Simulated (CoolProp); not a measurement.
Properties of chloromethane (R40) along the isobar 9.76 MPa.

The numbers come from the reference Helmholtz-energy equation of state, Thol 2014 in CoolProp.

```csv
T (°C),phase,density (kg/m³),cv (kJ/(kg K)),isothermal compressibility (1/MPa),expansivity (1/kK),fugacity coefficient
89.35,liquid,…,0.9531,0.005408,3.121,…
109.05,liquid,742.5,0.9679,0.008430,3.948,0.3268
128.65,liquid,…,…,0.01555,5.618,0.4155
148.35,supercritical,583.4,1.037,0.04310,10.71,0.5081
167.95,supercritical,396.9,1.110,0.2432,30.80,0.5935
187.55,supercritical,248.9,1.065,0.2228,…,0.6561
207.25,supercritical,199.0,1.035,0.1727,8.752,0.7034
226.85,supercritical,172.2,…,0.1508,…,0.7418
```

Question: Complete the blanks.

Answer: 
- 89.35, density (kg/m³): 795.4
- 89.35, fugacity coefficient: 0.2458
- 128.65, density (kg/m³): 677.6
- 128.65, cv (kJ/(kg K)): 0.9927
- 187.55, expansivity (1/kK): 15.21
- 226.85, cv (kJ/(kg K)): 1.026
- 226.85, expansivity (1/kK): 6.301
